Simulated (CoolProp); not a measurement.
Model: reference Helmholtz-energy equation of state, Guder 2009, in CoolProp.

Problem. Give the vapour pressure (MPa), vapour density (kg/m³), vapour viscosity (µPa s) of saturated sulfur hexafluoride at -26.35, -9.55, 7.15 °C.

Solution. 
```
T (°C)  p (MPa)  vapour density (kg/m³)  vapour viscosity (µPa s)
------  -------  ----------------------  ------------------------
-26.35    0.559                    45.7                      13.2
-9.55     0.952                    78.4                      14.2
7.15       1.52                     130                      15.5
```

Viscosity comes from a separate model (Quiñones-Cisneros 2012).
